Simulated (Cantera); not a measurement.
A perfectly stirred reactor is fed with 0.674 % CH4, 0.0580 % C2H6, 0.674 % C3H8, 8.23 % O2, 90.4 % N2, equivalence ratio 0.60, at 7.80 atm; it is adiabatic with a 625 K inlet, and is followed from long to short residence time, starting on the burning branch (τ in s: 0.13, 0.063, 0.031, 0.016, 0.0078, 0.0039, 0.0019, 0.00097, 0.00048, 0.00024, 0.00012, 6e-05, 3e-05).

Model: GRI-Mech 3.0 (53 species, 325 reactions), integrated in Cantera. GRI-Mech 3.0 was tuned for natural gas; its chemistry of propane as a main component is partial and can be far from experiment.

Predict: blow-out, bracketed by the residence times tried; x(CH4) at τ = 0.130 s; x(C2H6) at τ = 0.130 s; x(C3H8) at τ = 0.130 s; x(CO) at τ = 0.130 s; x(HO2) at τ = 0.130 s; x(CH4) at τ = 1.90 ms; x(C2H6) at τ = 1.90 ms; x(C3H8) at τ = 1.90 ms.


- blow-out, bracketed by the residence times tried: burning at 63.0 ms, out at 31.0 ms
- x(CH4) at τ = 0.130 s: 0.000142
- x(C2H6) at τ = 0.130 s: 4.06e-6
- x(C3H8) at τ = 0.130 s: 3.23e-5
- x(CO) at τ = 0.130 s: 0.00322
- x(HO2) at τ = 0.130 s: 1.72e-5
- x(CH4) at τ = 1.90 ms: 0.00674
- x(C2H6) at τ = 1.90 ms: 0.000580
- x(C3H8) at τ = 1.90 ms: 0.00674
